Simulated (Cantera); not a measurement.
A closed system holds: 1 mol HCl, 1.9 mol H2O, 0.29 mol O2, held at 0.0133 bar.

Cantera equilibrium calculation (NASA polynomials, part measured and part estimated; ideal gas, pure solids and liquids). Candidate condensed phases: H2O; 29 gas species. Ions and electrons are included (thermal ionisation). The numbers say what is thermodynamically allowed, not how fast it happens.

x: gas mole fraction; nothing condenses.

```csv
T (K),x H,x H2O,x O,x HCl,x Cl,x H2,x OH,x O2
2500,0.0610,0.416,0.0343,0.173,0.0953,0.0784,0.0670,0.0746
2750,0.204,0.200,0.101,0.0979,0.117,0.118,0.0928,0.0692
3000,0.400,0.0447,0.199,0.0382,0.122,0.0854,0.0696,0.0414
3250,0.517,0.00502,0.265,0.0121,0.121,0.0346,0.0298,0.0150
3500,0.559,0.000492,0.289,0.00389,0.121,0.0119,0.0106,0.00458
3750,0.572,5.70e-5,0.296,0.00140,0.121,0.00434,0.00393,0.00148
4000,0.577,8.31e-6,0.298,0.000561,0.121,0.00174,0.00161,0.000535
4250,0.578,?,0.299,?,0.121,?,?,?
4500,0.579,3.25e-7,0.299,0.000121,0.121,0.000374,0.000353,9.65e-5
4750,0.579,?,0.299,?,0.121,?,?,?
5000,0.579,2.41e-8,0.299,3.53e-5,0.121,0.000108,0.000104,2.44e-5
```

Task: Complete the blanks.

Result: 
- 4750, x H2O: 8.27e-8
- 4750, x HCl: 6.34e-5
- 4750, x H2: 0.000195
- 4750, x OH: 0.000186
- 4750, x O2: 4.68e-5
- 4250, x H2O: 1.50e-6
- 4250, x HCl: 0.000250
- 4250, x H2: 0.000773
- 4250, x OH: 0.000722
- 4250, x O2: 0.000216
